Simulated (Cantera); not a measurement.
Cantera run, input and output.

```python
import numpy as np
import cantera as ct

gas = ct.Solution("gri30.yaml")
gas.TPX = 1350, 1000000, {'C2H4': 0.027, 'O2': 0.0036, 'N2': 1, 'CH4': 0.0081}
reactor = ct.IdealGasConstPressureReactor(gas, energy="off", clone=False)
net = ct.ReactorNet([reactor])
net.rtol, net.atol = 1e-08, 1e-18
show = ['C2H4', 'O2', 'CH3', 'NO', 'CH2']
times = np.geomspace(0.0002, 30, 12)

steps = ct.SolutionArray(gas, extra=["t"])
rows = []
print(f"{'t/s':>10s}{'T/K':>9s}{'P/Pa':>11s}" + "".join(f"{s:>11s}" for s in show))
for t in times:
    while net.time < t:
        t_next = net.step()
        steps.append(gas.state, t=t_next)
    rows.append([np.interp(t, steps.t, y) for y in (steps.T, steps.P, *steps(*show).X.T)])
    print(f"{t:10.3e}{rows[-1][0]:9.1f}{rows[-1][1]:11.4g}" + "".join(f"{x:11.3e}" for x in rows[-1][2:]))
rate = np.gradient(steps.T, steps.t)
print("integrator steps:", len(steps.t))
if steps.T.max() > steps.T[0] + 200:
    print(f"time of steepest temperature rise: {steps.t[rate.argmax()]:.4e} s")
gas.TPX = 1350, 1000000, {'C2H4': 0.027, 'O2': 0.0036, 'N2': 1, 'CH4': 0.0081}
gas.equilibrate("TP")
print(f"equilibrium (TP): T = {gas.T:.1f} K  " + "  ".join(f"{s} {gas[s].X[0]:.3e}" for s in show))
```

Output:

```
       t/s      T/K       P/Pa       C2H4         O2        CH3         NO        CH2
 2.000e-04   1350.0      1e+06  2.266e-02  1.749e-03  5.935e-05  5.545e-10  1.194e-07
 5.910e-04   1350.0      1e+06  2.010e-02  6.412e-04  2.537e-05  7.080e-10  5.929e-08
 1.746e-03   1350.0      1e+06  1.802e-02  1.856e-04  1.224e-05  5.017e-10  3.206e-08
 5.160e-03   1350.0      1e+06  1.544e-02  3.067e-05  6.730e-06  2.852e-10  1.414e-08
 1.525e-02   1350.0      1e+06  1.194e-02  2.129e-06  3.426e-06  1.831e-10  2.817e-09
 4.506e-02   1350.0      1e+06  8.362e-03  5.397e-08  1.843e-06  1.583e-10  1.189e-10
 1.332e-01   1350.0      1e+06  5.705e-03  5.917e-11  1.509e-06  1.176e-10  1.104e-11
 3.935e-01   1350.0      1e+06  4.992e-03  4.333e-18  1.455e-06  4.495e-11  1.001e-11
 1.163e+00   1350.0      1e+06  4.682e-03  1.182e-18  1.474e-06  3.459e-12  9.461e-12
 3.436e+00   1350.0      1e+06  4.216e-03  1.126e-18  1.507e-06  1.427e-13  8.788e-12
 1.015e+01   1350.0      1e+06  3.869e-03  1.113e-18  1.540e-06  1.711e-13  8.306e-12
 3.000e+01   1350.0      1e+06  3.811e-03  9.024e-19  1.551e-06  1.815e-13  7.901e-12
integrator steps: 2024
equilibrium (TP): T = 1350.0 K  C2H4 1.514e-03  O2 3.592e-27  CH3 1.145e-06  NO 7.719e-17  CH2 3.923e-12
```

Cantera simulation using GRI-Mech 3.0 (53 species, 325 reactions); the numbers are that mechanism's predictions, not measurements. GRI-Mech 3.0 was tuned for natural gas; its chemistry of ethylene as a main component is partial and can be far from experiment. GRI-Mech 3.0 stops at C3 and has no aromatics, soot or wall deposition, so with more carbon than oxygen in the feed, carbon stays in small species such as C2H2 where larger ones or solid carbon would form.
